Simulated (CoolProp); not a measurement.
Acetone along the isotherm 276.85 °C: density (kg/m³) from the reference equation and from simpler models built on Tc = 235.0 °C, pc = 4.692 MPa, ω = 0.307; each cubic takes its own stable root.

Values from CoolProp's reference Helmholtz-energy equation of state, Lemmon 2006. It is a short technical equation, of lower accuracy than the large ones.

```json
[
 {"p (MPa)": "0.18", "phase": "gas", "reference": "2.313", "ideal gas": "2.286", "van der Waals": "2.308", "Redlich-Kwong": "2.310", "Soave-Redlich-Kwong": "2.309", "Peng-Robinson": "2.312"},
 {"p (MPa)": "0.361", "phase": "gas", "reference": "4.694", "ideal gas": "4.585", "van der Waals": "4.674", "Redlich-Kwong": "4.684", "Soave-Redlich-Kwong": "4.678", "Peng-Robinson": "4.691"},
 {"p (MPa)": "0.541", "phase": "gas", "reference": "7.119", "ideal gas": "6.871", "van der Waals": "7.075", "Redlich-Kwong": "7.096", "Soave-Redlich-Kwong": "7.084", "Peng-Robinson": "7.114"},
 {"p (MPa)": "0.722", "phase": "gas", "reference": "9.619", "ideal gas": "9.170", "van der Waals": "9.540", "Redlich-Kwong": "9.578", "Soave-Redlich-Kwong": "9.556", "Peng-Robinson": "9.610"},
 {"p (MPa)": "0.902", "phase": "gas", "reference": "12.17", "ideal gas": "11.46", "van der Waals": "12.04", "Redlich-Kwong": "12.10", "Soave-Redlich-Kwong": "12.07", "Peng-Robinson": "12.15"},
 {"p (MPa)": "1.08", "phase": "gas", "reference": "14.76", "ideal gas": "13.72", "van der Waals": "14.58", "Redlich-Kwong": "14.66", "Soave-Redlich-Kwong": "14.61", "Peng-Robinson": "14.73"},
 {"p (MPa)": "1.26", "phase": "gas", "reference": "17.44", "ideal gas": "16.00", "van der Waals": "17.20", "Redlich-Kwong": "17.31", "Soave-Redlich-Kwong": "17.24", "Peng-Robinson": "17.41"},
 {"p (MPa)": "1.44", "phase": "gas", "reference": "20.20", "ideal gas": "18.29", "van der Waals": "19.88", "Redlich-Kwong": "20.03", "Soave-Redlich-Kwong": "19.93", "Peng-Robinson": "20.16"},
 {"p (MPa)": "1.62", "phase": "gas", "reference": "23.04", "ideal gas": "20.57", "van der Waals": "22.63", "Redlich-Kwong": "22.83", "Soave-Redlich-Kwong": "22.69", "Peng-Robinson": "22.99"},
 {"p (MPa)": "1.8", "phase": "gas", "reference": "25.96", "ideal gas": "22.86", "van der Waals": "25.45", "Redlich-Kwong": "25.70", "Soave-Redlich-Kwong": "25.52", "Peng-Robinson": "25.89"},
 {"p (MPa)": "1.99", "phase": "gas", "reference": "29.15", "ideal gas": "25.27", "van der Waals": "28.52", "Redlich-Kwong": "28.82", "Soave-Redlich-Kwong": "28.59", "Peng-Robinson": "29.05"},
 {"p (MPa)": "2.17", "phase": "gas", "reference": "32.25", "ideal gas": "27.56", "van der Waals": "31.51", "Redlich-Kwong": "31.86", "Soave-Redlich-Kwong": "31.58", "Peng-Robinson": "32.14"},
 {"p (MPa)": "2.35", "phase": "gas", "reference": "35.46", "ideal gas": "29.85", "van der Waals": "34.59", "Redlich-Kwong": "35.01", "Soave-Redlich-Kwong": "34.65", "Peng-Robinson": "35.32"}
]
```
